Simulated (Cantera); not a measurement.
An isothermal, constant-pressure homogeneous reactor starts with 62.2 % NH₃, 37.3 % N₂, 0.448 % H₂, at 1925 K and 0.120 bar.

Detailed kinetics in Cantera: the gas-phase N/H chemistry of the illustrative SiF4/NH3 mechanism in the Surface Chemkin manual (1991). Walls and surfaces, which speed up NH3 decomposition in real reactors, are not modelled.

Predict: x(NH₃) at 2.00 s; x(NH₂) at 2.00 s; x(H) at 2.00 s; x(H₂) at 2.00 s.


```
Property                                            Result
----------------  ----------------------------------------
x(NH₃) at 2.00 s    0.0295 (gas-phase equilibrium 7.77e-7)
x(NH₂) at 2.00 s   8.90e-5 (gas-phase equilibrium 8.04e-9)
x(H) at 2.00 s    0.000588 (gas-phase equilibrium 0.00211)
x(H₂) at 2.00 s        0.550 (gas-phase equilibrium 0.576)
```
